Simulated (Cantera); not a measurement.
Feed: 1 mol Si, 12 mol HF, 12 mol H2, 0.64 mol NF3, held at 1373 K and 970 Pa.

Equilibrium computed with Cantera from the NASA thermochemical tables; the gas is ideal and each condensed phase is pure. Candidate condensed phases: Si, Si3N4; 37 gas species. The tables' values for SiF3 are old estimates; treat these amounts as uncertain. The numbers say what is thermodynamically allowed, not how fast it happens.

Question: What is the equilibrium state?

Answer: 
| Property | Result |
|---|---|
| x(H2) | 0.537 |
| x(HF) | 0.409 |
| x(SiF4) | 0.0411 |
| x(N2) | 0.0132 |
| x(SiF3) | 3.79e-5 |
| x(H) | 2.48e-5 |
| x(SiHF3) | 9.78e-6 |
| gas amount | 24.28 mol |
| log10 activity of Si(s) (absent) | -9.73 |
